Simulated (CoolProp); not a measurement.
n-perfluorohexane along the isobar 18.3 bar: fugacity coefficient from the reference equation and from simpler models built on Tc = 448.0 K, pc = 17.42 bar, ω = 0.497; each cubic takes its own stable root.

Values from CoolProp's reference Helmholtz-energy equation of state, Gao 2022.

```tsv
T (K)	phase	reference
208.1	liquid	3.667e-5
224.2	liquid	0.0001788
240.4	liquid	0.0006761
256.5	liquid	0.002059
272.6	liquid	0.005304
288.7	liquid	0.01191
304.9	liquid	0.02399
321	liquid	0.04376
337.1	liquid	0.07370
353.2	liquid	0.1160
369.4	liquid	0.1725
385.5	liquid	0.2433
401.6	liquid	0.3282
417.7	liquid	0.4254
433.9	liquid	0.5317
450	supercritical	0.6371
```

How far does each simpler model (Redlich-Kwong, Soave-Redlich-Kwong) lie from the reference over these 16 states: mean and median of the absolute difference, and the worst?


- Redlich-Kwong: mean 412.5 %, median 126.8 %, worst +2387.3 % at 208.1 K and 18.3 bar
- Soave-Redlich-Kwong: mean 4.2 %, median 3.6 %, worst +12.9 % at 208.1 K and 18.3 bar
